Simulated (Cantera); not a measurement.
An isothermal, constant-pressure homogeneous reactor starts with H₂ : O₂ : N₂ = 0.75 : 1 : 1.2 (molar parts), at 1100 K and 113 Torr.

Cantera simulation using the H2/O2 subset of GRI-Mech 3.0, which has no nitrogen chemistry; the numbers are that mechanism's predictions, not measurements. The temperature is held fixed by assumption; the heat of reaction is taken as removed at once.

One state of this run: x H₂ = 3.53e-8; x O₂ = 0.243; x H = 2.10e-10; x HO₂ = 1.16e-8; x O = 6.38e-8. x: mole fraction; the columns are a selection and need not sum to one.

Problem. Which value of t (s) does it belong to?
(A) 50.0
(B) 0.408
(C) 0.122
(D) 1.36

Solution. B, 0.408
